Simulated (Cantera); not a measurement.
A closed system holds: 1 mol CF₄, 0.023 mol F₂, 5.4 mol H₂, equilibrated at 0.100 bar.

Method: chemical equilibrium by Gibbs-energy minimisation in Cantera with the NASA 1993 tables (ideal gas, pure condensed phases). Candidate condensed phases: C, C₆H₆, C₇H₈, C₈H₁₈; 110 gas species. Ions and electrons are included (thermal ionisation). Rates play no part.

Problem. At 4727 °C, list the 7 most abundant gas species with their mole fractions, and the condensed phases.

Solution. H 0.678, F 0.250, C 0.0626, HF 0.00738, H₂ 0.00111, CF 0.000448, C₂ 0.000261. Condensed: gas only.
